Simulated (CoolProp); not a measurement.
Toluene along the isobar 0.395 MPa: fugacity coefficient from the reference equation and from simpler models built on Tc = 591.7 K, pc = 4.126 MPa, ω = 0.266; each cubic takes its own stable root.

The numbers come from the reference Helmholtz-energy equation of state, Lemmon 2006 in CoolProp. It is a short technical equation, of lower accuracy than the large ones.

```
T (K)  phase  reference
-----  -----  ---------
474.8    gas     0.9275
495.6    gas     0.9372
516.3    gas     0.9452
537      gas     0.9519
557.8    gas     0.9576
578.5    gas     0.9624
599.3    gas     0.9665
620      gas     0.9701
```

Question: How far does each simpler model (van der Waals, Redlich-Kwong, Soave-Redlich-Kwong, Peng-Robinson) lie from the reference over these 8 states: mean and median of the absolute difference, and the worst?

Answer: 
- van der Waals: mean 1.3 %, median 1.2 %, worst +2.7 % at 474.8 K and 0.395 MPa
- Redlich-Kwong: mean 0.6 %, median 0.5 %, worst +1.3 % at 474.8 K and 0.395 MPa
- Soave-Redlich-Kwong: mean 0.4 %, median 0.3 %, worst +0.8 % at 474.8 K and 0.395 MPa
- Peng-Robinson: mean 0.1 %, median 0.1 %, worst +0.3 % at 474.8 K and 0.395 MPa
